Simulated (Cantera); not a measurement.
Charge: 1 mol ZrO2, 74 mol H2, held at 1177 °C and 0.0133 bar.

Cantera equilibrium calculation (NASA polynomials, part measured and part estimated; ideal gas, pure solids and liquids). Candidate condensed phases: H2O, Zr, ZrO2; 12 gas species. The numbers say what is thermodynamically allowed, not how fast it happens.

Base state: H2 1.000, H 8.19e-5 (mole fractions); condensed: ZrO2(monoclinic).

### Question
What changes in the equilibrium state with this change: temperature from 1177 °C to 1677 °C?

### Answer
```json
[
 {"species": "H2", "before": "1.000", "after": "0.990"},
 {"species": "H", "before": "8.19e-5", "after": "0.00988"},
 {"species": "ZrO2(monoclinic), mol", "before": "1.00", "after": "0"},
 {"species": "ZrO2(tetragonal), mol", "before": "0", "after": "1.000"}
]
```
